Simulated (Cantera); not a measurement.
A closed system holds: 1 mol HF, a varied amount of SO₂, 0.14 mol O₂, at 2873.15 K and 3.00 mbar.

These are equilibrium values from Cantera (NASA tables, ideal gas, pure condensed phases), not measurements of a reactor. Candidate condensed phases: H₂O, H₂SO₄, S; 43 gas species. Kinetics and transport are ignored.

Question: At 0.04 mol SO₂, list the 6 most abundant gas species with their mole fractions, and the condensed phases.

Answer: HF 0.563, O 0.179, F 0.107, H 0.0940, O₂ 0.0187, S 0.0125. Condensed: gas only.
